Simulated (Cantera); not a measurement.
AlCl₃ + N₂O + N₂ (aluminium nitride and oxide growth)

Feed: 1 mol AlCl₃, 3.6 mol N₂O, 8.4 mol N₂, held at 0.133 bar.

Cantera equilibrium calculation (NASA polynomials, part measured and part estimated; ideal gas, pure solids and liquids). Candidate condensed phases: Al, AlCl₃, AlN, Al₂O₃; 24 gas species. The numbers say what is thermodynamically allowed, not how fast it happens.

```csv
T (°C),x N₂,x Cl,x Cl₂,x O₂,x NO,n Al₂O₃(s)
1252,0.803,0.0515,0.0744,0.0699,0.000804,0.499
1302,0.797,0.0665,0.0660,0.0693,0.00100,0.498
1352,0.790,0.0830,0.0568,0.0687,0.00123,0.498
1402,0.783,0.100,0.0472,0.0680,0.00149,0.497
1452,0.776,0.117,0.0379,0.0673,0.00179,0.496
1502,0.769,0.132,0.0295,0.0666,0.00212,0.496
1552,0.764,0.145,0.0222,0.0659,0.00249,0.496
1602,0.759,0.156,0.0164,0.0653,0.00290,0.496
1652,0.755,0.164,0.0119,0.0647,0.00336,0.496
1702,0.752,0.170,0.00858,0.0641,0.00386,0.496
1752,0.750,0.174,0.00617,0.0635,0.00440,0.497
1802,0.749,0.178,0.00444,0.0630,0.00499,0.497
1852,0.747,0.180,0.00322,0.0624,0.00562,0.497
```
x: gas mole fraction; n: condensed amount in mol.

From 1252 °C to 1852 °C the condensed part is Al₂O₃(s). The main Al-bearing gas is AlCl₃ throughout.
